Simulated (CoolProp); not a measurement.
Saturated liquid density (kg/m³) of carbonyl sulfide: the reference equation beside estimates from Tc = 378.8 K, pc = 63.69 bar, ω = 0.098. Rackett uses Z = 0.29056 − 0.08775 ω.

Values from CoolProp's reference Helmholtz-energy equation of state, Lemmon 2006. It is a short technical equation, of lower accuracy than the large ones.

```tsv
T (K)	reference	Rackett	van der Waals	Peng-Robinson
177.4	1268	1240	810.3	1352
184.5	1254	1226	802.2	1339
191.6	1239	1213	793.9	1325
198.7	1225	1199	785.4	1311
205.8	1210	1185	776.7	1297
212.9	1196	1171	767.7	1282
220	1181	1157	758.5	1266
227.1	1165	1142	749.1	1250
234.2	1150	1127	739.4	1233
241.3	1134	1111	729.4	1215
248.4	1118	1096	719.1	1196
255.5	1101	1080	708.5	1177
262.6	1084	1063	697.5	1156
```

Absolute difference from the reference over all 13 rows, mean and median: Rackett 2.1 and 2.0 %, van der Waals 35.8 and 35.8 %, Peng-Robinson 7.0 and 7.0 %.
